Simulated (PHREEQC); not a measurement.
Consider water at 25 °C with 0.034 mol/kgw H2SeO4, 0.036 mol/kgw H3PO4 and 0.069 mol/kgw NaCl. Closed to the air; pH follows from the charge balance.

Computed with PHREEQC (ion-association model, wateq4f.dat).

Problem. The ionic strength comes out as 0.144 mol/kgw. What activity coefficients do HSeO4-, SeO4-2, H+, Na+, H2PO4- get?

Solution. HSeO4- 0.76, SeO4-2 0.34, H+ 0.81, Na+ 0.76, H2PO4- 0.77.

Precipitation was switched off in this run. H3PO4, which wateq4f.dat lacks, is added to it with the constant of phreeqc.dat.
